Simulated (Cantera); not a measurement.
Diamond growth

A diamond (100) surface in a fixed gas of H2 with x(CH4) = 0.0067, x(H) = 0.0025, at 900 K, 9.75 Torr; coverages are run to steady state.

Computed with Cantera and the Harris–Goodwin 1993 mechanism for the reconstructed diamond (100) surface.

| x(CH3) | growth (µm/h) | θ c6HH | θ c6H* | θ c6*H | θ c6** | θ c6HM |
|---|---|---|---|---|---|---|
| 1e-06 | 0.00400 | 0.692 | 0.0105 | 0.293 | 0.00435 | 0.000331 |
| 2.2e-06 | 0.00879 | 0.692 | 0.0105 | 0.293 | 0.00435 | 0.000728 |
| 4.9e-06 | 0.0196 | 0.691 | 0.0104 | 0.292 | 0.00434 | 0.00162 |
| 1.1e-05 | 0.0438 | 0.689 | 0.0104 | 0.292 | 0.00433 | 0.00363 |
| 2.4e-05 | 0.0950 | 0.686 | 0.0104 | 0.290 | 0.00430 | 0.00787 |
| 5.3e-05 | 0.207 | 0.678 | 0.0102 | 0.287 | 0.00424 | 0.0172 |
| 0.00012 | 0.455 | 0.660 | 0.00997 | 0.279 | 0.00410 | 0.0377 |
| 0.00026 | 0.932 | 0.626 | 0.00945 | 0.264 | 0.00383 | 0.0772 |
| 0.00057 | 1.82 | 0.564 | 0.00848 | 0.237 | 0.00334 | 0.151 |
θ: site fractions in the mechanism's names (c6HH fully hydrogenated, c6H* and c6*H radical sites, c6** diradical, c6HM methylated).
